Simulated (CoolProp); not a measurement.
The numbers come from the reference Helmholtz-energy equation of state, Lemmon 2009 in CoolProp.

**Question.** For propane, give the phase and the cp (kJ/(kg K)), cv (kJ/(kg K)), isothermal compressibility (1/MPa) at 400.8 K and 126 bar.

**Answer.** 
- 400.8 K and 126 bar: supercritical; cp 3.39, cv 2.10, isothermal compressibility 0.0258
